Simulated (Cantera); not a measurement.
## Low-pressure radical oxidation in H2/O2

A perfectly stirred reactor is fed with H2 : O2 : N2 = 0.16 : 1 : 0.19 (molar parts), at 20.0 Torr; it is held at 1400 K, and followed from long to short residence time.

Cantera simulation using GRI-Mech 3.0 (53 species, 325 reactions); the numbers are that mechanism's predictions, not measurements. Radical loss at walls, strong at low pressure, is not modelled. The temperature is held fixed by assumption; the heat of reaction is taken as removed at once.

```
τ (s)        x H2   x O2     x NO     x N2O     x OH
-------  --------  -----  -------  --------  -------
1.0      0.000236  0.721  1.96e-7   1.03e-8  0.00249
0.39     0.000431  0.719  2.17e-7   8.65e-9  0.00338
0.15     0.000782  0.715  2.92e-7   7.07e-9  0.00458
0.058     0.00138  0.709  4.24e-7   5.67e-9  0.00608
0.023     0.00228  0.700  5.73e-7   4.52e-9  0.00778
0.0087    0.00362  0.686  6.29e-7   3.57e-9  0.00957
0.0034    0.00530  0.674  4.91e-7   2.87e-9   0.0110
0.0013    0.00798  0.668  2.68e-7   2.21e-9   0.0123
0.00051    0.0133  0.668  1.14e-7   1.49e-9   0.0137
0.00020    0.0248  0.676  3.73e-8  7.67e-10   0.0149
```
x: mole fraction; the columns are a selection and need not sum to one.
